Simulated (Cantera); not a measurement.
**Thermodynamics of halide evaporation, hydrolysis and transport, feed CaF2 + O2 + H2**

A closed system holds: 1 mol CaF2, 6.9 mol O2, 2 mol H2, held at 0.170 Pa.

Equilibrium computed with Cantera from the NASA thermochemical tables; the gas is ideal and each condensed phase is pure. Candidate condensed phases: Ca, CaF2, CaO, Ca(OH)2, H2O; 29 gas species. Equilibrium is a limit: real reactors are often held back by kinetics, nucleation or transport.

```csv
T (K),log p O2,log p HF,log p H2O,log p O,log p H,log p OH,log p CaF2,n CaO(s)
1698,-5.97,-6.47,-6.73,-7.34,-8.07,-7.63,-7.72,0.896
1723,-5.97,-6.48,-6.74,-7.23,-7.91,-7.57,-7.67,0.882
1748,-5.98,-6.50,-6.75,-7.12,-7.76,-7.50,-7.62,0.867
1773,-5.99,-6.51,-6.76,-7.02,-7.62,-7.44,-7.58,0.849
1798,-6.00,-6.52,-6.78,-6.92,-7.48,-7.39,-7.53,0.829
1823,-6.01,-6.54,-6.81,-6.83,-7.35,-7.34,-7.49,0.804
1848,-6.03,-6.56,-6.84,-6.74,-7.23,-7.30,-7.45,0.774
```
log p: log10 of the partial pressure in bar; n: condensed amount in mol.

From 1698 K to 1848 K the condensed part is CaO(s). The main Ca-bearing gas is CaF2 throughout. The share of Ca in condensed phases is highest at 1698 K (89.6 %) and lowest at 1848 K (77.4 %).
